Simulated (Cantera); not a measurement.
Charge: 1 mol Si3N4, 0.0048 mol H2O, 3.3 mol N2, held at 150 Pa.

Method: chemical equilibrium by Gibbs-energy minimisation in Cantera with the NASA 1993 tables (ideal gas, pure condensed phases). Candidate condensed phases: H2O, Si, SiO2, Si2N2O, Si3N4; 35 gas species. Mutual solubility and eutectic melting of coexisting phases are not modelled. The tables' values for SiN are old estimates; treat these amounts as uncertain. Equilibrium is a limit: real reactors are often held back by kinetics, nucleation or transport.

x: gas mole fraction; n: condensed amount in mol.

| T (°C) | x N2 | x Si | x Si2 | x Si2N | x H2 | x SiO | n Si2N2O(s) | n Si3N4(s) | n Si(l) |
|---|---|---|---|---|---|---|---|---|---|
| 1125 | 0.999 | 1.23e-8 | <1e-12 | 3.06e-11 | 0.00145 | 6.19e-6 | 0.00478 | 0.997 | 0 |
| 1225 | 0.998 | 6.52e-7 | 8.01e-11 | 4.78e-9 | 0.00144 | 0.000172 | 0.00423 | 0.997 | 0 |
| 1325 | 0.997 | 2.08e-5 | 1.71e-8 | 3.91e-7 | 0.00142 | 0.00145 | 0 | 0.998 | 0 |
| 1425 | 0.998 | 0.000438 | 1.91e-6 | 1.87e-5 | 0.000849 | 0.000904 | 0 | 0 | 2.99 |
| 1525 | 0.996 | ___ | ___ | ___ | ___ | 0.000902 | 0 | 0 | 2.98 |
| 1625 | 0.989 | 0.00819 | 6.55e-5 | 0.000154 | 0.000638 | 0.000896 | 0 | 0 | 2.95 |
| 1725 | 0.968 | 0.0284 | 0.000292 | 0.000372 | 0.000437 | 0.000877 | 0 | 0 | 2.83 |
| 1825 | 0.908 | ___ | ___ | ___ | ___ | 0.000823 | 0 | 0 | ___ |
| 1925 | 0.749 | 0.241 | 0.00385 | 0.00152 | 6.84e-5 | 0.000680 | 0 | 0 | 1.19 |

Q: Complete the blanks.

A: 
- 1825, x Si: 0.0871
- 1825, x Si2: 0.00113
- 1825, x Si2N: 0.000805
- 1825, x H2: 0.000220
- 1825, n Si(l): 2.46
- 1525, x Si: 0.00206
- 1525, x Si2: 1.24e-5
- 1525, x Si2N: 5.71e-5
- 1525, x H2: 0.000774
